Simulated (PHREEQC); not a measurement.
A solution holds 0.0063 mol HF, 0.0049 mol NH4HF2, 0.13 mol (NH4)2SiF6 and 0.003 mol HCl per kg of water, at 70 °C. Closed to the air; pH follows from the charge balance.

Model: ion-association model, wateq4f.dat, run in PHREEQC.

Precipitation was switched off in this run.

What pH does the model give?

pH 2.83.

In which forms is F present?

SiF6-2 98 %, HF 1.6 %, F- 0.5 % of the F.

Complexes and solids missing from the database can't appear. At this temperature some constants are extrapolated from 25 °C, and those without enthalpy data are left unchanged. SiF6-2 is the database's only silicon fluoride.
